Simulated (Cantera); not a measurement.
A Cantera script and its output.

```python
import numpy as np
import cantera as ct

gas = ct.Solution("gri30.yaml", transport_model="multicomponent")
show = ['NH3', 'OH', 'O']

rows = []
print(f"{'T/K':>7s}{'rho':>11s}{'cp':>10s}{'mu':>11s}{'lambda':>11s}{'Pr':>7s}" + "".join(f"{'D_' + s:>11s}" for s in show))
for T in [400, 650, 900, 1150, 1400, 1650]:
    gas.TPX = T, 2600, {'CO2': 0.55}
    Pr = gas.cp_mass * gas.viscosity / gas.thermal_conductivity
    D = [gas.mix_diff_coeffs_mole[gas.species_index(s)] for s in show]
    rows.append([gas.density, gas.cp_mass, gas.viscosity, gas.thermal_conductivity, Pr, *D])
    print(f"{T:7g}{gas.density:11.4e}{gas.cp_mass:10.1f}{gas.viscosity:11.4e}"
          f"{gas.thermal_conductivity:11.4e}{Pr:7.3f}" + "".join(f"{d:11.4e}" for d in D))
print("SI units: kg/m3, J/kg/K, Pa s, W/m/K, m2/s")
```

Output:

```
    T/K        rho        cp         mu     lambda     Pr      D_NH3       D_OH        D_O
    400 3.4405e-02     937.9 1.9751e-05 2.5287e-02  0.733 1.0932e-03 1.6217e-03 1.6581e-03
    650 2.1172e-02    1102.7 2.9694e-05 4.4668e-02  0.733 2.7752e-03 3.7771e-03 3.8619e-03
    900 1.5291e-02    1203.7 3.7985e-05 6.2453e-02  0.732 5.0391e-03 6.5660e-03 6.7135e-03
   1150 1.1967e-02    1269.3 4.5250e-05 7.8593e-02  0.731 7.7954e-03 9.9130e-03 1.0136e-02
   1400 9.8300e-03    1313.3 5.1817e-05 9.3293e-02  0.729 1.0989e-02 1.3770e-02 1.4079e-02
   1650 8.3406e-03    1343.8 5.7882e-05 1.0681e-01  0.728 1.4582e-02 1.8102e-02 1.8509e-02
SI units: kg/m3, J/kg/K, Pa s, W/m/K, m2/s
```

Detailed kinetics in Cantera: GRI-Mech 3.0 (53 species, 325 reactions).
